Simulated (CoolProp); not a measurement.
Saturation properties of n-decane (Tc = 617.7 K, pc = 2.101 MPa, ω = 0.488).

Computed with CoolProp (reference Helmholtz-energy equation of state, Lemmon 2006). It is a short technical equation, of lower accuracy than the large ones.

```csv
T (K),p (MPa),vapour density (kg/m³),enthalpy of vaporisation (kJ/kg),surface tension (mN/m),liquid viscosity (µPa s)
431.4,0.06646,2.768,286.4,11.7,227
436.5,0.07642,3.161,283.2,11.2,219
441.5,[?],3.590,280.1,10.9,211
446.6,0.09961,4.073,276.8,10.4,203
451.7,0.1133,4.608,273.5,10.0,196
456.7,0.1280,5.186,270.2,9.66,189
461.8,0.1446,5.834,266.8,9.27,183
466.8,0.1624,6.531,263.3,8.88,177
471.9,[?],7.311,259.7,8.50,170
477,0.2040,8.166,256.1,8.12,164
482,0.2272,9.082,252.4,7.75,159
487.1,[?],10.10,248.6,7.37,153
492.1,0.2802,11.19,244.7,7.01,148
497.2,[?],[?],240.7,6.65,143
502.3,0.3429,13.73,[?],6.29,138
```

**Question.** Complete the blanks.

**Answer.** 
- 441.5, p (MPa): 0.08729
- 471.9, p (MPa): 0.1823
- 487.1, p (MPa): 0.2529
- 497.2, p (MPa): 0.3103
- 497.2, vapour density (kg/m³): 12.41
- 502.3, enthalpy of vaporisation (kJ/kg): 236.5

It boils at 447.3 K under 1 atm.

Viscosity comes from a separate model (Huber 2004). Surface tension comes from a separate correlation (Mulero 2012).
